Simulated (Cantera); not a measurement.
A Cantera script and its output.

```python
import numpy as np
import cantera as ct

gas = ct.Solution("h2o2.yaml")


def delay(T, t_max=10):
    gas.TPX = T, 1000000, {'H2': 1, 'O2': 0.455, 'N2': 1.71}
    reactor = ct.IdealGasReactor(gas, clone=False)
    net = ct.ReactorNet([reactor])
    net.rtol, net.atol = 1e-8, 1e-16
    while net.time < t_max:
        t_old, T_old = net.time, reactor.T
        net.step()
        if reactor.T > T + 400:  # ignition: a rise of 400 K
            return t_old + (T + 400 - T_old) / (reactor.T - T_old) * (net.time - t_old)
    return np.nan


taus = []
for T in [1073, 1123, 1173, 1223, 1273, 1323, 1373, 1423]:
    taus.append(delay(T))
    print(f"T0 = {T:6g} K   tau = {taus[-1]:.4e} s")

# d ln(tau) / d ln(k), from doubling and halving each rate constant
T, sens = 1423, []
for i in range(gas.n_reactions):
    gas.set_multiplier(2.0, i)
    up = delay(T)
    gas.set_multiplier(0.5, i)
    down = delay(T)
    gas.set_multiplier(1.0, i)
    sens.append((np.log(up / down) / np.log(4.0), gas.reaction(i).equation))
sens.sort(key=lambda x: -abs(x[0]))
print(f"sensitivities at {T} K")
for s, eq in sens[:10]:
    print(f"{s:8.3f}  {eq}")
```

Result:

```
T0 =   1073 K   tau = 1.4775e-03 s
T0 =   1123 K   tau = 4.7402e-04 s
T0 =   1173 K   tau = 1.3483e-04 s
T0 =   1223 K   tau = 2.6955e-05 s
T0 =   1273 K   tau = 7.1334e-06 s
T0 =   1323 K   tau = 3.8804e-06 s
T0 =   1373 K   tau = 2.6358e-06 s
T0 =   1423 K   tau = 1.9731e-06 s
sensitivities at 1423 K
  -0.978  H + O2 <=> O + OH
  -0.158  H2 + O <=> H + OH
   0.154  H + O2 + N2 <=> HO2 + N2
   0.153  H + O2 + M <=> HO2 + M
  -0.090  H2 + OH <=> H + H2O
  -0.055  H + HO2 <=> H2 + O2
  -0.045  H + HO2 <=> 2 OH
   0.031  H + O2 + O2 <=> HO2 + O2
  -0.009  H + O2 + H2O <=> HO2 + H2O
  -0.007  H + H2O2 <=> H2 + HO2
```

Detailed kinetics in Cantera: the H2/O2 subset of GRI-Mech 3.0, which has no nitrogen chemistry. The hydrogen kinetics of GRI-Mech 3.0 are dated; newer H2 mechanisms differ, most at raised pressure.
